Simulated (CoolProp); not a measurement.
Model: reference Helmholtz-energy equation of state, Span 1996, in CoolProp.

Task: For carbon dioxide, give the phase and the cp (kJ/(kg K)), cv (kJ/(kg K)), Prandtl number at 676.55 °C and 2.82 bar; 91.95 °C and 187 bar; 669.45 °C and 3.31 bar.

Result: 
- 676.55 °C and 2.82 bar: gas; cp 1.22, cv 1.03, Prandtl number 0.719
- 91.95 °C and 187 bar: supercritical; cp 2.52, cv 0.913, Prandtl number 1.67
- 669.45 °C and 3.31 bar: gas; cp 1.22, cv 1.03, Prandtl number 0.720

Viscosity comes from a separate model (Laesecke 2017). Thermal conductivity comes from a separate model (Huber 2016).
